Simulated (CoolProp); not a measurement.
Vapour-liquid equilibrium of n-hexane (1) + m-xylene (2) at 428.9 K; x and y are mole fractions of (1).

Model: multi-fluid Helmholtz-energy mixture model, Thol 2019 and Zhou 2012; pair parameters Bell 2016, in CoolProp.

| x | bubble pressure, mixture model (MPa) | bubble pressure, Raoult's law (MPa) | y, mixture model | y, Raoult's law |
|---|---|---|---|---|
| 0.05 | 0.1892 | 0.1897 | 0.210 | 0.222 |
| 0.15 | 0.2635 | 0.2583 | 0.479 | 0.489 |
| 0.25 | 0.3419 | 0.3269 | 0.636 | 0.644 |
| 0.35 | 0.4193 | 0.3955 | 0.734 | 0.745 |
| 0.45 | 0.4925 | 0.4641 | 0.799 | 0.816 |
| 0.55 | 0.5604 | 0.5328 | 0.847 | 0.869 |
| 0.65 | 0.6236 | 0.6014 | 0.884 | 0.910 |
| 0.75 | 0.6840 | 0.6700 | 0.917 | 0.942 |
| 0.85 | 0.7444 | 0.7386 | 0.948 | 0.968 |
| 0.95 | 0.8078 | 0.8072 | 0.982 | 0.990 |

The largest gap from Raoult's law is +6.1 % in bubble pressure, at x = 0.45. No azeotrope shows between x = 0.05 and 0.95.

The pair parameters rest on a limited set of measurements; away from them the model extrapolates.
